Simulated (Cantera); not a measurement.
Mixture: 6.92 % CH4, 18.2 % O2, 68.4 % N2, 6.44 % CO2, at 1000000 Pa, adiabatic and at constant pressure. Ignition delay is the time to a rise of 400 K.

Computed with Cantera and GRI-Mech 3.0 (53 species, 325 reactions).

### Question
Predict: delay at 1050 K; delay at 1100 K; delay at 1150 K; delay at 1200 K; delay at 1250 K; delay at 1300 K; delay at 1350 K; apparent activation energy between 1250 and 1350 K.

### Answer
| Property | Value |
|---|---|
| delay at 1050 K | 35.5 ms |
| delay at 1100 K | 16.8 ms |
| delay at 1150 K | 8.53 ms |
| delay at 1200 K | 4.53 ms |
| delay at 1250 K | 2.50 ms |
| delay at 1300 K | 1.42 ms |
| delay at 1350 K | 0.827 ms |
| apparent activation energy between 1250 and 1350 K | 160 kJ/mol |
